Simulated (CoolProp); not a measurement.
Saturated liquid density (kg/m³) of CH3F (R41): the reference equation beside estimates from Tc = 317.3 K, pc = 5906 kPa, ω = 0.200. Rackett uses Z = 0.29056 − 0.08775 ω.

Computed with CoolProp (reference Helmholtz-energy equation of state, Lemmon 2006). It is a short technical equation, of lower accuracy than the large ones.

```
T (K)  reference  Rackett  van der Waals  Redlich-Kwong  Soave-Redlich-Kwong  Peng-Robinson
-----  ---------  -------  -------------  -------------  -------------------  -------------
232        797.2    681.1          422.7          608.8                628.7          712.6
239.5      778.2    665.5          412.9          591.3                611.7          693.7
247        758.3    649.2          402.6          572.8                593.6          673.4
254.5      737.3    632.0          391.7          553.1                574.0          651.4
261.9      715.3    614.1          380.2          532.4                553.2          627.9
269.4      691.4    594.7          367.7          509.8                530.3          601.7
276.9      665.5    573.7          354.1          485.4                505.2          572.9
284.4      637.0    550.6          339.2          458.7                477.4          540.6
291.8      605.3    525.0          322.6          429.2                446.4          504.4
299.3      567.6    494.4          303.2          395.0                409.8          461.5
306.8      519.9    455.6          279.1          353.3                364.8          408.3
```

Absolute difference from the reference over all 11 rows, mean and median: Rackett 13.8 and 14.0 %, van der Waals 46.8 and 46.8 %, Redlich-Kwong 26.9 and 26.3 %, Soave-Redlich-Kwong 24.1 and 23.3 %, Peng-Robinson 14.1 and 13.0 %.
